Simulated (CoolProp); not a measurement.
Vapour pressure (MPa) of tetradecamethylhexasiloxane (MD4M): the reference equation beside estimates from Tc = 653.2 K, pc = 0.8286 MPa, ω = 0.800.

Values from CoolProp's reference Helmholtz-energy equation of state, Thol 2019.

| T (K) | reference | Lee-Kesler | van der Waals | Redlich-Kwong | Soave-Redlich-Kwong | Peng-Robinson |
|---|---|---|---|---|---|---|
| 451.5 | 0.01080 | 0.01085 | 0.1557 | 0.06506 | 0.01090 | 0.01163 |
| 471.7 | 0.02083 | 0.02066 | 0.1943 | 0.09371 | 0.02087 | 0.02185 |
| 491.9 | 0.03729 | 0.03674 | 0.2387 | 0.1304 | 0.03731 | 0.03846 |
| 512 | 0.06257 | 0.06146 | 0.2888 | 0.1759 | 0.06271 | 0.06390 |
| 532.2 | 0.09990 | 0.09808 | 0.3455 | 0.2317 | 0.1005 | 0.1015 |
| 552.3 | 0.1524 | 0.1498 | 0.4083 | 0.2983 | 0.1541 | 0.1545 |
| 572.5 | 0.2245 | 0.2213 | 0.4782 | 0.3771 | 0.2281 | 0.2277 |
| 592.7 | 0.3211 | 0.3174 | 0.5551 | 0.4688 | 0.3272 | 0.3258 |

Absolute difference from the reference over all 8 rows, mean and median: Lee-Kesler 1.3 and 1.5 %, van der Waals 459.5 and 303.7 %, Redlich-Kwong 203.1 and 156.5 %, Soave-Redlich-Kwong 0.8 and 0.8 %, Peng-Robinson 3.0 and 1.9 %.
